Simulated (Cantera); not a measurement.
A Cantera script and its output.

```python
import numpy as np
import cantera as ct

gas = ct.Solution("gri30.yaml")
gas.TPX = 1375, 1000000, {'CH4': 0.013, 'O2': 0.22, 'N2': 1}
reactor = ct.IdealGasConstPressureReactor(gas, energy="off", clone=False)
net = ct.ReactorNet([reactor])
net.rtol, net.atol = 1e-08, 1e-18
show = ['CH4', 'O2', 'NO', 'CH2O', 'CH3', 'CH2CO']
times = np.geomspace(0.0002, 30, 9)

steps = ct.SolutionArray(gas, extra=["t"])
rows = []
print(f"{'t/s':>10s}{'T/K':>9s}{'P/Pa':>11s}" + "".join(f"{s:>11s}" for s in show))
for t in times:
    while net.time < t:
        t_next = net.step()
        steps.append(gas.state, t=t_next)
    rows.append([np.interp(t, steps.t, y) for y in (steps.T, steps.P, *steps(*show).X.T)])
    print(f"{t:10.3e}{rows[-1][0]:9.1f}{rows[-1][1]:11.4g}" + "".join(f"{x:11.3e}" for x in rows[-1][2:]))
rate = np.gradient(steps.T, steps.t)
print("integrator steps:", len(steps.t))
if steps.T.max() > steps.T[0] + 200:
    print(f"time of steepest temperature rise: {steps.t[rate.argmax()]:.4e} s")
gas.TPX = 1375, 1000000, {'CH4': 0.013, 'O2': 0.22, 'N2': 1}
gas.equilibrate("TP")
print(f"equilibrium (TP): T = {gas.T:.1f} K  " + "  ".join(f"{s} {gas[s].X[0]:.3e}" for s in show))
```

Output:

```
       t/s      T/K       P/Pa        CH4         O2         NO       CH2O        CH3      CH2CO
 2.000e-04   1375.0      1e+06  1.038e-02  1.783e-01  3.166e-13  7.969e-05  2.913e-05  6.235e-09
 8.872e-04   1375.0      1e+06  2.000e-05  1.602e-01  3.457e-09  2.833e-06  8.328e-07  3.335e-06
 3.936e-03   1375.0      1e+06  1.110e-14  1.575e-01  3.776e-08  4.374e-13  1.124e-14  2.085e-11
 1.746e-02   1375.0      1e+06  8.664e-16  1.573e-01  5.611e-08  6.343e-15  3.065e-16  4.558e-13
 7.746e-02   1375.0      1e+06  2.982e-16  1.573e-01  5.988e-08  1.807e-15  9.039e-17  1.688e-13
 3.436e-01   1375.0      1e+06  2.816e-16  1.573e-01  6.300e-08  1.701e-15  8.509e-17  1.591e-13
 1.524e+00   1375.0      1e+06  2.188e-16  1.573e-01  7.568e-08  1.321e-15  6.609e-17  1.235e-13
 6.763e+00   1375.0      1e+06  7.132e-17  1.573e-01  1.320e-07  4.308e-16  2.155e-17  4.028e-14
 3.000e+01   1375.0      1e+06  4.941e-19  1.573e-01  3.816e-07  2.991e-18  1.493e-19  2.789e-16
integrator steps: 1892
equilibrium (TP): T = 1375.0 K  CH4 7.887e-35  O2 1.570e-01  NO 5.538e-04  CH2O 1.265e-22  CH3 2.382e-35  CH2CO 5.137e-40
```

Computed with Cantera and GRI-Mech 3.0 (53 species, 325 reactions). The temperature is held fixed by assumption; the heat of reaction is taken as removed at once.
